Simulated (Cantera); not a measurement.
A Cantera script and its output.

```python
import numpy as np
import cantera as ct

gas = ct.Solution("gri30.yaml", transport_model="multicomponent")
show = ['H', 'H2', 'CH3']

rows = []
print(f"{'T/K':>7s}{'rho':>11s}{'cp':>10s}{'mu':>11s}{'lambda':>11s}{'Pr':>7s}" + "".join(f"{'D_' + s:>11s}" for s in show))
for T in [400, 500, 600, 700, 800, 900, 1000, 1100, 1200]:
    gas.TPX = T, 13332, {'H2O': 0.089, 'O2': 0.85, 'CO2': 0.99}
    Pr = gas.cp_mass * gas.viscosity / gas.thermal_conductivity
    D = [gas.mix_diff_coeffs_mole[gas.species_index(s)] for s in show]
    rows.append([gas.density, gas.cp_mass, gas.viscosity, gas.thermal_conductivity, Pr, *D])
    print(f"{T:7g}{gas.density:11.4e}{gas.cp_mass:10.1f}{gas.viscosity:11.4e}"
          f"{gas.thermal_conductivity:11.4e}{Pr:7.3f}" + "".join(f"{d:11.4e}" for d in D))
print("SI units: kg/m3, J/kg/K, Pa s, W/m/K, m2/s")
```

It prints:

```
    T/K        rho        cp         mu     lambda     Pr        D_H       D_H2      D_CH3
    400 1.5039e-01     960.6 2.1727e-05 2.9380e-02  0.710 1.4274e-03 9.0952e-04 2.5214e-04
    500 1.2032e-01    1018.8 2.6068e-05 3.7245e-02  0.713 2.1265e-03 1.3302e-03 3.7560e-04
    600 1.0026e-01    1069.3 3.0044e-05 4.4948e-02  0.715 2.9281e-03 1.8098e-03 5.1717e-04
    700 8.5939e-02    1112.0 3.3738e-05 5.2412e-02  0.716 3.8248e-03 2.3446e-03 6.7552e-04
    800 7.5197e-02    1147.6 3.7205e-05 5.9590e-02  0.716 4.8108e-03 2.9315e-03 8.4961e-04
    900 6.6842e-02    1177.4 4.0486e-05 6.6489e-02  0.717 5.8812e-03 3.5681e-03 1.0386e-03
   1000 6.0158e-02    1203.6 4.3611e-05 7.3189e-02  0.717 7.0325e-03 4.2526e-03 1.2419e-03
   1100 5.4689e-02    1224.5 4.6604e-05 7.9565e-02  0.717 8.2613e-03 4.9830e-03 1.4589e-03
   1200 5.0131e-02    1242.9 4.9482e-05 8.5760e-02  0.717 9.5649e-03 5.7580e-03 1.6891e-03
SI units: kg/m3, J/kg/K, Pa s, W/m/K, m2/s
```

Detailed kinetics in Cantera: GRI-Mech 3.0 (53 species, 325 reactions). Polar gases are described roughly by these parameters.
